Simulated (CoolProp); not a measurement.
Vapour-liquid equilibrium of propylene (1) + R134a (2) at 416 kPa; x and y are mole fractions of (1).

Values from CoolProp's multi-fluid Helmholtz-energy mixture model, Lemmon 2013 and Tillner-Roth 1994; pair parameters Bell 2016.

```tsv
x	bubble temperature, mixture model (K)	bubble temperature, Raoult's law (K)	y, mixture model	y, Raoult's law
0.05	278.7	282.0	0.169	0.091
0.125	273.5	280.1	0.347	0.215
0.2	269.7	278.2	0.463	0.326
0.275	267.1	276.5	0.541	0.426
0.35	265.2	274.8	0.597	0.515
0.425	263.9	273.1	0.640	0.596
0.5	262.9	271.5	0.675	0.668
0.575	262.2	270.0	0.706	0.734
0.65	261.6	268.5	0.737	0.792
0.725	261.2	267.1	0.770	0.846
0.8	261.0	265.7	0.810	0.893
0.875	261.1	264.4	0.862	0.937
0.95	261.6	263.1	0.934	0.976
```

The largest gap from Raoult's law is -9.6 K in bubble temperature, at x = 0.35. y crosses x between x = 0.8 and 0.875: the model has an azeotrope there.

Pair parameters are fitted to limited data, so mixtures are less certain than the pure fluids.
